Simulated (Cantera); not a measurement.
Charge: 1 mol Hg, 0.19 mol O2, a varied amount of H2, at 1448.15 K and 0.133 bar.

Method: chemical equilibrium by Gibbs-energy minimisation in Cantera with the NASA 1993 tables (ideal gas, pure condensed phases). Candidate condensed phases: H2O, Hg, HgO; 10 gas species. Equilibrium is a limit: real reactors are often held back by kinetics, nucleation or transport.

x: gas mole fraction; nothing condenses.

```csv
n(H2) (mol),x H2,x Hg,x H2O,x H,x OH
7,0.827,0.125,0.0475,2.30e-5,(withheld)
9.2,0.865,0.0980,0.0373,2.35e-5,(withheld)
12,0.894,0.0769,0.0292,2.39e-5,(withheld)
16,0.919,0.0588,0.0224,2.42e-5,(withheld)
20,0.934,0.0476,0.0181,2.44e-5,(withheld)
27,0.951,0.0357,0.0136,2.47e-5,(withheld)
35,0.962,0.0278,0.0106,2.48e-5,(withheld)
46,0.971,0.0213,0.00809,2.49e-5,(withheld)
```

Question: What belongs in the gaps?

Answer: 
- 7, x OH: 3.15e-8
- 9.2, x OH: 2.41e-8
- 12, x OH: 1.86e-8
- 16, x OH: 1.40e-8
- 20, x OH: 1.13e-8
- 27, x OH: 8.38e-9
- 35, x OH: 6.48e-9
- 46, x OH: 4.94e-9
